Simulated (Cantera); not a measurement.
Gas-phase reforming

An isothermal, constant-pressure homogeneous reactor starts with CH₄ : H₂O : H₂ = 1 : 1.1 : 0.078 (molar parts), at 1825 K and 2100 Torr.

Cantera simulation using GRI-Mech 3.0 (53 species, 325 reactions); the numbers are that mechanism's predictions, not measurements.

```json
[
 {"t (s)": "1.00e-6", "x CH₄": "0.459", "x H₂O": "0.505", "x H₂": "0.0360", "x C₂H₂": "4.45e-10", "x O": "6.04e-11", "x HCO": "1.90e-12", "x O₂": "<1e-12"},
 {"t (s)": "6.47e-6", "x CH₄": "0.456", "x H₂O": "0.504", "x H₂": "0.0373", "x C₂H₂": "1.39e-6", "x O": "1.15e-9", "x HCO": "1.17e-9", "x O₂": "4.01e-12"},
 {"t (s)": "4.19e-5", "x CH₄": "0.430", "x H₂O": "0.500", "x H₂": "0.0559", "x C₂H₂": "0.000914", "x O": "4.31e-9", "x HCO": "5.22e-8", "x O₂": "2.89e-10"},
 {"t (s)": "0.000271", "x CH₄": "0.292", "x H₂O": "0.451", "x H₂": "0.195", "x C₂H₂": "0.0426", "x O": "2.47e-9", "x HCO": "4.90e-8", "x O₂": "1.36e-9"},
 {"t (s)": "0.00176", "x CH₄": "0.115", "x H₂O": "0.375", "x H₂": "0.388", "x C₂H₂": "0.108", "x O": "1.11e-9", "x HCO": "1.80e-8", "x O₂": "4.64e-10"},
 {"t (s)": "0.0114", "x CH₄": "0.0383", "x H₂O": "0.291", "x H₂": "0.509", "x C₂H₂": "0.110", "x O": "8.31e-10", "x HCO": "1.76e-8", "x O₂": "2.21e-10"},
 {"t (s)": "0.0737", "x CH₄": "0.0236", "x H₂O": "0.157", "x H₂": "0.621", "x C₂H₂": "0.0551", "x O": "5.51e-10", "x HCO": "4.46e-8", "x O₂": "6.23e-11"},
 {"t (s)": "0.477", "x CH₄": "0.0103", "x H₂O": "0.0563", "x H₂": "0.706", "x C₂H₂": "0.0121", "x O": "2.60e-10", "x HCO": "7.27e-8", "x O₂": "9.15e-12"},
 {"t (s)": "3.09", "x CH₄": "0.00202", "x H₂O": "0.0250", "x H₂": "0.735", "x C₂H₂": "0.000485", "x O": "1.27e-10", "x HCO": "8.25e-8", "x O₂": "1.92e-12"},
 {"t (s)": "20.0", "x CH₄": "8.77e-6", "x H₂O": "0.0221", "x H₂": "0.738", "x C₂H₂": "1.02e-8", "x O": "1.13e-10", "x HCO": "8.35e-8", "x O₂": "1.49e-12"}
]
```
x: mole fraction; the columns are a selection and need not sum to one.

Equilibrium at this temperature and pressure: CH₄ 5.95e-6, H₂O 0.0221, H₂ 0.738, C₂H₂ 4.85e-9, O 1.13e-10, HCO 8.35e-8, O₂ 1.49e-12 (gas phase only).
